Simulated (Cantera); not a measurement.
A closed system holds: 1 mol CaO, a varied amount of HCl, equilibrated at 3.40 Pa.

Cantera equilibrium calculation (NASA polynomials, part measured and part estimated; ideal gas, pure solids and liquids). Candidate condensed phases: Ca, CaCl₂, CaO, Ca(OH)₂, H₂O; 21 gas species. Mutual solubility and eutectic melting of coexisting phases are not modelled. Condensed phases not in the tables: oxide chlorides. Kinetics and transport are ignored.

Stable condensed phases, one row left out:

```
T in K \ n(HCl) in mol
         1.4   2 2.6 3.2 3.8 4.4   5 5.6 6.2
   1298    A   A   A   A   A   A   A   A   B
   1248    A   A   A   A   A   A   A   A   A
   1148    C   C   C   C   C   C   C   C   D
   1098    C   C   C   C   C   D   D   D   D
   1048    C   C   C   D   D   D   D   D   D
    998    C   C   D   D   D   D   D   D   D
    948    C   C   D   D   D   D   D   D   D
    898    C   C   D   D   D   D   D   D   D
    848    C   C   D   D   D   D   D   D   D
    798    C   C   D   D   D   D   D   D   D
    748    C   C   D   D   D   D   D   D   D
    698    C   C   D   D   D   D   D   D   D
```

A: CaO; B: gas only; C: CaCl₂ + CaO; D: CaCl₂.

Q: Give the row for 1198 K.

A: 1.4: CaO; 2: CaO; 2.6: CaO; 3.2: CaO; 3.8: CaO; 4.4: CaO; 5: CaO; 5.6: CaO; 6.2: CaO.
